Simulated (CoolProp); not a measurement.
Vapour-liquid equilibrium of R22 (1) + c-C4F8 (RC318) (2) at 65.85 °C; x and y are mole fractions of (1).

Values from CoolProp's multi-fluid Helmholtz-energy mixture model, Kamei 1995 and Platzer 1990; pair parameters Bell 2016. This equation is an older, rougher fit; its heat capacities, sound speeds and derivatives of the liquid may be far off and weren't checked against measurements.

```csv
x,bubble pressure (MPa),y at the bubble point,dew pressure at overall composition x (MPa),liquid density (mol/L)
0.05,1.020,0.087,0.9965,6.713
0.15,1.184,0.274,1.067,7.041
0.25,1.409,0.442,1.158,7.367
0.35,1.661,0.571,1.274,7.697
0.45,1.907,0.664,1.422,8.039
0.55,2.127,0.733,1.615,8.409
0.65,2.316,0.788,1.867,8.831
0.75,2.476,0.839,2.186,9.352
0.85,2.611,0.893,2.506,10.03
0.95,2.716,0.959,2.705,10.95
```

No azeotrope shows between x = 0.05 and 0.95.

Pair parameters are fitted to limited data, so mixtures are less certain than the pure fluids. The gap from Raoult's law changes sign with composition, which may be real or a fault of the pair parameters; it wasn't checked against measurements.
